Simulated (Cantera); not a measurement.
A Cantera script and its output.

```python
import numpy as np
import cantera as ct

gas = ct.Solution("h2o2.yaml")
gas.TPX = 423, 170000, {'H2': 1, 'O2': 0.333, 'N2': 1.25}
flame = ct.FreeFlame(gas, width=0.028)
flame.set_refine_criteria(ratio=3, slope=0.08, curve=0.16)
flame.transport_model = "mixture-averaged"
flame.solve(loglevel=0, auto=True)
z, T = flame.grid, flame.T
thick = (T[-1] - T[0]) / np.gradient(T, z).max()
show = ['H2', 'O2', 'H2O2', 'OH', 'H', 'H2O']
print(f"laminar burning velocity  {flame.velocity[0] * 100:.3f} cm/s")
print(f"burnt temperature         {T[-1]:.1f} K")
print(f"thermal thickness         {thick * 1e3:.4f} mm")
print(f"grid points               {len(z)}")
z0 = z[flame.heat_release_rate.argmax()]
print(f"{'z/mm':>9s}{'T/K':>9s}{'u/(m/s)':>9s}" + "".join(f"{s:>11s}" for s in show))
rows = []
for k in (-3, -2, -1.5, -1, -0.5, -0.25, 0, 0.25, 0.5, 1, 2, 4, 8):
    zz = z0 + k * thick
    rows.append([k * thick, np.interp(zz, z, T), np.interp(zz, z, flame.velocity),
                 *(np.interp(zz, z, flame.X[gas.species_index(s)]) for s in show)])
    print(f"{rows[-1][0] * 1e3:9.3f}{rows[-1][1]:9.1f}{rows[-1][2]:9.3f}" + "".join(f"{x:11.3e}" for x in rows[-1][3:]))
```

Output:

```
laminar burning velocity  527.150 cm/s
burnt temperature         2339.5 K
thermal thickness         0.1914 mm
grid points               115
     z/mm      T/K  u/(m/s)         H2         O2       H2O2         OH          H        H2O
   -0.574    423.0    5.272  3.871e-01  1.289e-01  4.252e-15  3.827e-16  1.131e-16  1.051e-12
   -0.383    423.0    5.271  3.871e-01  1.289e-01  8.663e-13  4.524e-14  1.356e-14  1.590e-10
   -0.287    423.0    5.271  3.871e-01  1.289e-01  2.380e-11  8.567e-13  2.640e-13  3.545e-09
   -0.191    423.1    5.272  3.870e-01  1.289e-01  2.095e-09  1.370e-10  6.171e-11  2.305e-07
   -0.096    443.0    5.479  3.817e-01  1.297e-01  7.468e-06  2.072e-05  1.614e-05  4.413e-04
   -0.048    725.8    8.697  3.445e-01  1.241e-01  7.444e-05  1.144e-03  4.415e-03  2.183e-02
    0.000   1189.6   13.795  2.560e-01  9.153e-02  1.183e-05  2.377e-03  3.128e-02  9.784e-02
    0.048   1514.3   17.352  1.658e-01  3.799e-02  3.001e-06  5.915e-03  6.159e-02  1.982e-01
    0.096   1674.1   19.064  1.297e-01  1.302e-02  1.779e-06  8.048e-03  6.997e-02  2.451e-01
    0.191   1820.9   20.562  1.224e-01  4.181e-03  9.857e-07  9.401e-03  6.247e-02  2.639e-01
    0.383   1960.6   21.930  1.274e-01  2.476e-03  5.159e-07  9.430e-03  4.798e-02  2.710e-01
    0.766   2088.3   23.139  1.325e-01  1.416e-03  2.717e-07  8.342e-03  3.413e-02  2.780e-01
    1.532   2189.8   24.073  1.364e-01  7.014e-04  1.491e-07  6.541e-03  2.291e-02  2.842e-01
```

Cantera simulation using the H2/O2 subset of GRI-Mech 3.0, which has no nitrogen chemistry; the numbers are that mechanism's predictions, not measurements. Burning velocities carry a grid error of a few per cent, more on coarse grids.
